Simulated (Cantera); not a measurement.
An adiabatic, constant-volume homogeneous reactor starts with CH3OH : O2 : N2 = 1 : 0.625 : 2.35 (molar parts), equivalence ratio 2.4, at 1775 K and 8250 Torr. Integrator tolerance rtol = 1e-08.

Computed with Cantera and GRI-Mech 3.0 (53 species, 325 reactions). GRI-Mech 3.0 was tuned for natural gas; its chemistry of methanol as a main component is partial and can be far from experiment. Above 3000 K some thermodynamic fits are extrapolated.

**Question.** What does this change do: CH3OH 1 to 1.3 parts?

**Answer.** 
```csv
quantity,before,after
time of steepest temperature rise,2.13 µs,1.98 µs
temperature at 2.00 s,2996 K,2793 K
equilibrium temperature,2996 K,2793 K
x(CH3OH) at 2.00 s,2.02e-11 (gas-phase equilibrium 2.09e-11),6.45e-11 (gas-phase equilibrium 6.65e-11)
x(O2) at 2.00 s,0.000117 (gas-phase equilibrium 0.000117),1.04e-5 (gas-phase equilibrium 1.04e-5)
x(C2H4) at 2.00 s,<1e-12 (gas-phase equilibrium <1e-12),<1e-12 (gas-phase equilibrium <1e-12)
x(NO) at 2.00 s,0.000837 (gas-phase equilibrium 0.000837),0.000177 (gas-phase equilibrium 0.000177)
x(CH2CO) at 2.00 s,9.62e-12 (gas-phase equilibrium 1.05e-11),3.66e-11 (gas-phase equilibrium 4.05e-11)
x(CO) at 2.00 s,0.159 (gas-phase equilibrium 0.159),0.187 (gas-phase equilibrium 0.187)
x(CO2) at 2.00 s,0.0263 (gas-phase equilibrium 0.0263),0.0204 (gas-phase equilibrium 0.0204)
```

**Question.** What does this change do: O2 0.625 to 0.4 parts?

**Answer.** 
```json
[
 {"quantity": "time of steepest temperature rise", "before": "2.13 µs", "after": "2.16 µs"},
 {"quantity": "temperature at 2.00 s", "before": "2996 K", "after": "2522 K"},
 {"quantity": "equilibrium temperature", "before": "2996 K", "after": "2522 K"},
 {"quantity": "x(CH3OH) at 2.00 s", "before": "2.02e-11 (gas-phase equilibrium 2.09e-11)", "after": "7.43e-11 (gas-phase equilibrium 7.62e-11)"},
 {"quantity": "x(O2) at 2.00 s", "before": "0.000117 (gas-phase equilibrium 0.000117)", "after": "6.23e-7 (gas-phase equilibrium 6.23e-7)"},
 {"quantity": "x(C2H4) at 2.00 s", "before": "<1e-12 (gas-phase equilibrium <1e-12)", "after": "<1e-12 (gas-phase equilibrium <1e-12)"},
 {"quantity": "x(NO) at 2.00 s", "before": "0.000837 (gas-phase equilibrium 0.000837)", "after": "3.08e-5 (gas-phase equilibrium 3.08e-5)"},
 {"quantity": "x(CH2CO) at 2.00 s", "before": "9.62e-12 (gas-phase equilibrium 1.05e-11)", "after": "4.40e-11 (gas-phase equilibrium 4.90e-11)"},
 {"quantity": "x(CO) at 2.00 s", "before": "0.159 (gas-phase equilibrium 0.159)", "after": "0.171 (gas-phase equilibrium 0.171)"},
 {"quantity": "x(CO2) at 2.00 s", "before": "0.0263 (gas-phase equilibrium 0.0263)", "after": "0.0154 (gas-phase equilibrium 0.0154)"}
]
```
